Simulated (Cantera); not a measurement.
## Metals in furnace atmospheres: Cu + CO2 + H2

Charge: 1 mol Cu, 0.77 mol CO2, 4.2 mol H2, equilibrated at 8300 Pa.

Method: chemical equilibrium by Gibbs-energy minimisation in Cantera with the NASA 1993 tables (ideal gas, pure condensed phases). Candidate condensed phases: C, C6H6, C7H8, C8H18, Cu, CuO, Cu(OH)2, Cu2O, H2O; 113 gas species. Rates play no part.

From 1498 K to 1998 K the condensed part is Cu(l). The main Cu-bearing gas is Cu throughout. The share of Cu in condensed phases is highest at 1498 K (100.0 %) and lowest at 1998 K (73.0 %).

```csv
T (K),x H2,x CO,x H2O,x Cu,x CO2,x H,x Cu2,x OH,n Cu(l)
1498,0.701,0.144,0.144,9.58e-5,0.0114,5.00e-5,3.71e-8,2.90e-7,1.000
1548,0.701,0.144,0.144,0.000217,0.0107,8.95e-5,1.15e-7,6.15e-7,0.999
1598,0.700,0.145,0.145,0.000465,0.0100,0.000155,3.29e-7,1.25e-6,0.998
1648,0.699,0.145,0.145,0.000952,0.00943,0.000258,8.84e-7,2.41e-6,0.995
1698,0.697,0.146,0.146,0.00186,0.00893,0.000419,2.23e-6,4.50e-6,0.991
1748,0.696,0.146,0.146,0.00351,0.00847,0.000661,5.34e-6,8.09e-6,0.982
1798,0.693,0.146,0.146,0.00637,0.00805,0.00102,1.21e-5,1.41e-5,0.968
1848,0.689,0.145,0.145,0.0112,0.00766,0.00153,2.63e-5,2.37e-5,0.943
1898,0.682,0.145,0.144,0.0191,0.00728,0.00224,5.45e-5,3.88e-5,0.903
1948,0.672,0.143,0.143,0.0316,0.00691,0.00322,0.000109,6.18e-5,0.837
1998,0.658,0.140,0.140,0.0509,0.00652,0.00452,0.000209,9.57e-5,0.730
```
x: gas mole fraction; n: condensed amount in mol.
